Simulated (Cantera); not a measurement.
Input: 1 mol BCl3, 4.6 mol H2O, 0.27 mol H2, equilibrated at 20.0 Pa.

These are equilibrium values from Cantera (NASA tables, ideal gas, pure condensed phases), not measurements of a reactor. Candidate condensed phases: B, B2O3, B3O3H3, H2O; 33 gas species. The tables' values for BOCl are old estimates; treat these amounts as uncertain. Kinetics and transport are ignored. All values below are at 1423 K.

Base state: HCl 0.436, H2O 0.380, HBO2 0.142, H2 0.0397, B2O3 0.00157, Cl 0.000841, H 9.35e-5, BOCl 7.80e-5 (mole fractions); condensed: gas only.

Q: What changes in the equilibrium state with this change: pressure from 20.0 Pa to 13.3 mbar?

A: 
| species | before | after |
|---|---|---|
| HCl | 0.436 | 0.455 |
| H2O | 0.380 | 0.436 |
| HBO2 | 0.142 | 0.0674 |
| H2 | 0.0397 | 0.0410 |
| (HBO2)3 | 4.00e-7 | 0.000189 |
| H | 9.35e-5 | 1.16e-5 |
| Cl | 0.000841 | 0.000106 |
| OH | 1.94e-5 | 2.69e-6 |
| B2O3(l), mol | 0 | 0.274 |
Gases not in the tables: H3BO3.
